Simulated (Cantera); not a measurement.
# Premixed flame

A freely propagating, adiabatic, planar premixed flame of 38.4 % H2, 12.8 % O2, 47.9 % N2, 0.921 % H2O, equivalence ratio 1.5, unburnt at 350 K and 1350 Torr; mixture-averaged transport, grid criteria slope 0.08 and curve 0.16, no radiation.

Cantera simulation using the H2/O2 subset of GRI-Mech 3.0, which has no nitrogen chemistry; the numbers are that mechanism's predictions, not measurements. Burning velocities carry a grid error of a few per cent, more on coarse grids.

```
z (mm)   T (K)  u (m/s)   x H2      x O2     x OH      x H    x H2O    x H2O2
-------  -----  -------  -----  --------  -------  -------  -------  --------
-0.476     350     3.88  0.384     0.128    <1e-8    <1e-8  0.00921     <1e-8
-0.317     350     3.88  0.384     0.128    <1e-8    <1e-8  0.00921     <1e-8
-0.238     350     3.88  0.384     0.128    <1e-8    <1e-8  0.00921     <1e-8
-0.159     350     3.89  0.383     0.128    <1e-8    <1e-8  0.00921     <1e-8
-0.0794    371     4.08  0.377     0.129  8.69e-6  1.53e-6  0.00970   7.97e-6
-0.0397    638     6.78  0.342     0.125  0.00110  0.00221   0.0285  0.000118
0         1098     11.3  0.267    0.0985  0.00179   0.0210   0.0942   3.10e-5
0.0397    1433     14.6  0.185    0.0509  0.00446   0.0476    0.186   4.03e-6
0.0794    1614     16.3  0.139    0.0197  0.00667   0.0603    0.243   2.19e-6
0.159     1774     17.8  0.122   0.00468  0.00823   0.0576    0.273   1.17e-6
0.317     1913     19.0  0.126   0.00219  0.00830   0.0443    0.281   5.98e-7
0.635     2036     20.1  0.131   0.00121  0.00724   0.0310    0.288   3.05e-7
1.27      2132     20.8  0.135  0.000568  0.00554   0.0203    0.294   1.58e-7
```
x: mole fraction of selected species; z is measured from the peak of heat release.

```json
{
  "laminar_burning_velocity": "388 cm/s",
  "thermal_thickness": "0.159 mm",
  "peak x(OH)": "0.00845",
  "peak x(H)": "0.0616",
  "peak x(H2O2)": "0.000118",
  "grid_points": "115"
}
```
